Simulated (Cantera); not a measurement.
Cantera run:

```python
import numpy as np
import cantera as ct

gas_names = """
    CL CL2 H HCL H2 Si SiCL SiCL2 SiCL3 SiCL4 SiH SiHCL3 SiH2 SiH2CL2 SiH3 SiH3CL SiH4 Si2 Si3
""".split()
cond_names = """
    Si(cr) Si(L)
""".split()


def load(file, names, dense=False):
    # The tables refer to 1 bar. Condensed volumes are neglected.
    table = {s.name: s for s in ct.Species.list_from_file(file)}
    out = []
    for n in names:
        d = dict(table[n].input_data)
        d["thermo"] = dict(d["thermo"], **{"reference-pressure": 1e5})
        if dense:
            d["equation-of-state"] = {"model": "constant-volume", "density": "1e6 g/cm^3"}
        out.append(ct.Species.from_dict(d))
    return out


gas = ct.Solution(thermo="ideal-gas", species=load("nasa_gas.yaml", gas_names))
cond = {s.name: ct.Solution(thermo="fixed-stoichiometry", species=[s], name=s.name)
        for s in load("nasa_condensed.yaml", cond_names, dense=True)}
atoms = {
    'SiHCl3': {'Si': 1, 'H': 1, 'CL': 3},
    'H2': {'H': 2},
}
top_T = {}  # K; cautious upper limits of use, not melting points


def equilibrate(T, P, feed):
    n = {}
    for name, mol in feed.items():
        for a, k in atoms[name].items():
            n[a] = n.get(a, 0.0) + k * mol
    gas.TPX = T, P, n
    mass = sum(n.values()) * gas.mean_molecular_weight
    gas.equilibrate("TP")
    valid = [c for c in cond.values() if c.min_temp <= T <= top_T.get(c.name, c.max_temp)]
    mix = ct.Mixture([(gas, mass / gas.mean_molecular_weight)] + [(c, 0.0) for c in valid])
    mix.T, mix.P = T, P
    mix.equilibrate("TP", solver="vcs", rtol=1e-11, max_steps=5000)
    return mix


results = []
feed = {'SiHCl3': 1, 'H2': 1400}  # mol
T = 2323.15  # K
P = 1600  # Pa
mix = equilibrate(T, P, feed)
results.append((T, P, feed, dict(zip(mix.species_names, mix.species_moles))))
print(gas.report(threshold=1e-05))
for i in range(1, mix.n_phases):
    print(f"{mix.phase(i).name:16s} {mix.phase_moles(i):12.5e} mol")
```

It prints:

```
       temperature   2323.2 K
          pressure   1600 Pa
           density   0.00016743 kg/m^3
  mean mol. weight   2.0213 kg/kmol
   phase of matter   gas

                          1 kg             1 kmol
                     ---------------   ---------------
          enthalpy        3.9816e+07        8.0478e+07  J
   internal energy        3.0259e+07        6.1162e+07  J
           entropy        1.1266e+05        2.2772e+05  J/K
    Gibbs function       -2.2192e+08       -4.4855e+08  J
 heat capacity c_p             16833             34024  J/K
 heat capacity c_v             12720             25710  J/K

                      mass frac. Y      mole frac. X     chem. pot. / RT
                     ---------------   ---------------   ---------------
                CL         0.0021839        0.00012452           -29.888
                 H          0.041097          0.082409           -12.096
               HCL          0.034706         0.0019241           -41.984
                H2           0.91248           0.91486           -24.192
                Si         0.0090284        0.00064977           -11.414
               SiH        0.00039894        2.7717e-05            -23.51
     [  +13 minor]        0.00011061         5.754e-06

Si(L)             0.00000e+00 mol
```

These are equilibrium values from Cantera (NASA tables, ideal gas, pure condensed phases), not measurements of a reactor.
